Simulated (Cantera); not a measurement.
A Cantera script and what it prints.

```python
import numpy as np
import cantera as ct

gas_names = [...]  # 49 gases of nasa_gas.yaml made of B, Cl, H, N, O
cond_names = """
    B(b) B(L) BN(s) B2O3(L) B3O3H3(cr) H2O(s) H2O(L) NH4CL(a) NH4CL(b)
""".split()


# ... load() reads the species with a 1 bar reference pressure and builds the phases ...
atoms = {
    'BCl3': {'B': 1, 'CL': 3},
    'H2O': {'H': 2, 'O': 1},
    'N2': {'N': 2},
}
top_T = {'BN(s)': 3200}  # K; cautious upper limits of use, not melting points


# ... equilibrate(T, P, feed) seeds the gas with the atoms and calls Mixture.equilibrate('TP', solver="vcs", rtol=1e-11, max_steps=5000) ...
results = []
feed = {'BCl3': 1, 'H2O': 0.071, 'N2': 1.6}  # mol
P = 5400  # Pa
for T in [1050, 1125, 1200, 1275, 1350, 1425, 1500, 1575, 1650]:
    mix = equilibrate(T, P, feed)
    results.append((T, P, feed, dict(zip(mix.species_names, mix.species_moles))))
    x = sorted(zip(gas.X, gas.species_names), reverse=True)
    print(f"T = {T:g} K  P = {P:g} Pa  gas = {mix.phase_moles(0):.4g} mol")
    print("   x: " + "  ".join(f"{s} {v:.3e}" for v, s in x if v > 1e-05))
    print("   condensed (mol): " + ("  ".join(f"{mix.phase(i).name} {mix.phase_moles(i):.4g}"
          for i in range(1, mix.n_phases) if mix.phase_moles(i) > 1e-12) or "none"))
```

It prints:

```
T = 1050 K  P = 5400 Pa  gas = 2.695 mol
   x: N2 5.938e-01  BCL3 3.448e-01  HCL 5.269e-02  B3O3CL3 8.782e-03
   condensed (mol): none
T = 1125 K  P = 5400 Pa  gas = 2.695 mol
   x: N2 5.938e-01  BCL3 3.447e-01  HCL 5.269e-02  B3O3CL3 8.777e-03  BOCL 1.719e-05
   condensed (mol): BN(s) 8.209e-07
T = 1200 K  P = 5400 Pa  gas = 2.695 mol
   x: N2 5.937e-01  BCL3 3.447e-01  HCL 5.268e-02  B3O3CL3 8.757e-03  BOCL 7.624e-05  CL 1.791e-05
   condensed (mol): BN(s) 8.096e-06
T = 1275 K  P = 5400 Pa  gas = 2.695 mol
   x: N2 5.936e-01  BCL3 3.447e-01  HCL 5.267e-02  B3O3CL3 8.686e-03  BOCL 2.823e-04  CL 5.061e-05
   condensed (mol): BN(s) 2.917e-05
T = 1350 K  P = 5400 Pa  gas = 2.696 mol
   x: N2 5.934e-01  BCL3 3.445e-01  HCL 5.264e-02  B3O3CL3 8.477e-03  BOCL 8.962e-04  CL 1.276e-04  BCL2 2.124e-05  H2 1.241e-05
   condensed (mol): BN(s) 7.72e-05
T = 1425 K  P = 5400 Pa  gas = 2.7 mol
   x: N2 5.926e-01  BCL3 3.440e-01  HCL 5.256e-02  B3O3CL3 7.934e-03  BOCL 2.476e-03  CL 2.924e-04  BCL2 7.481e-05  H2 1.867e-05
   condensed (mol): BN(s) 0.0001664
T = 1500 K  P = 5400 Pa  gas = 2.707 mol
   x: N2 5.911e-01  BCL3 3.429e-01  HCL 5.240e-02  B3O3CL3 6.732e-03  BOCL 5.954e-03  CL 6.170e-04  BCL2 2.316e-04  H2 2.690e-05  B2O3 2.274e-05
   condensed (mol): BN(s) 0.0002947
T = 1575 K  P = 5400 Pa  gas = 2.72 mol
   x: N2 5.883e-01  BCL3 3.409e-01  HCL 5.213e-02  BOCL 1.214e-02  B3O3CL3 4.577e-03  CL 1.212e-03  BCL2 6.414e-04  B2O3 6.455e-05  H2 3.732e-05  BCL 2.207e-05
   condensed (mol): BN(s) 0.0003937
T = 1650 K  P = 5400 Pa  gas = 2.737 mol
   x: N2 5.846e-01  BCL3 3.378e-01  HCL 5.176e-02  BOCL 1.964e-02  CL 2.240e-03  B3O3CL3 1.964e-03  BCL2 1.613e-03  B2O3 1.014e-04  BCL 9.981e-05  H2 5.016e-05  B2O2 2.718e-05  BO 1.910e-05  HBO 1.626e-05  CL2 1.262e-05
   condensed (mol): BN(s) 0.0002225
```

These are equilibrium values from Cantera (NASA tables, ideal gas, pure condensed phases), not measurements of a reactor. N2 is the only nitrogen source here; it is nearly inert below about 1500 K, so the nitride shown seldom forms there in practice. The tables' values for BOCl, BCl2, BCl are old estimates; treat these amounts as uncertain.
